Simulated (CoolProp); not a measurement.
A simple Rankine cycle with R134a: condensing at 298.15 K, boiler at 3.34 MPa, turbine inlet 454 K, turbine efficiency 0.85, pump efficiency 0.8, no recuperator. Each further row changes one setting.

Values from CoolProp's reference Helmholtz-energy equation of state, Tillner-Roth 1994.

```json
[
 {"case": "as stated", "thermal efficiency (%)": "12.6", "net work (kJ/kg)": "39.8", "heat in (kJ/kg)": "317", "turbine exit temperature (K)": "397.4", "volume ratio over the turbine": "4.92"},
 {"case": "condensing temperature 290.15 K", "thermal efficiency (%)": "14.0", "net work (kJ/kg)": "46.0", "heat in (kJ/kg)": "328", "turbine exit temperature (K)": "390.1", "volume ratio over the turbine": "6.22"},
 {"case": "boiler pressure 2.34 MPa", "thermal efficiency (%)": "10.2", "net work (kJ/kg)": "33.0", "heat in (kJ/kg)": "325", "turbine exit temperature (K)": "411.7", "volume ratio over the turbine": "3.41"},
 {"case": "turbine efficiency 0.75", "thermal efficiency (%)": "11.0", "net work (kJ/kg)": "34.8", "heat in (kJ/kg)": "317", "turbine exit temperature (K)": "402.2", "volume ratio over the turbine": "4.99"}
]
```
